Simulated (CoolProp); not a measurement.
The fluid at 298.15 K and 0.525 MPa flows at 0.096 m/s in a round tube of 50 mm bore and 45 µm roughness, fully developed (64/Re and Nu = 3.66 if laminar; Colebrook and Gnielinski if turbulent). The same conditions are run with several fluids, on thermodynamics alone (safety and materials aside).

Computed with CoolProp (reference Helmholtz-energy equation of state of each fluid (n-pentane: Thol 2019; n-butane: Bücker 2006; R142b: Lemmon 2006; R236FA: Pan 2012; R236EA: Rui 2013)).

| fluid | Reynolds number | Darcy friction factor | pressure drop (Pa/m) | heat-transfer coefficient (W/(m² K)) | mass flow (kg/h) |
|---|---|---|---|---|---|
| n-pentane | 16500 | 0.0289 | 1.65 | 226 | 422 |
| n-butane | 17300 | 0.0286 | 1.51 | 220 | 389 |
| R142b | 23100 | 0.0270 | 2.76 | 223 | 754 |
| R236FA | 22700 | 0.0271 | 3.40 | 220 | 924 |
| R236EA | 17800 | 0.0284 | 3.74 | 209 | 969 |

Transport values come from each fluid's own correlations; those of n-pentane, R142b, R236FA, R236EA are estimates that may be off by 10 % or more.
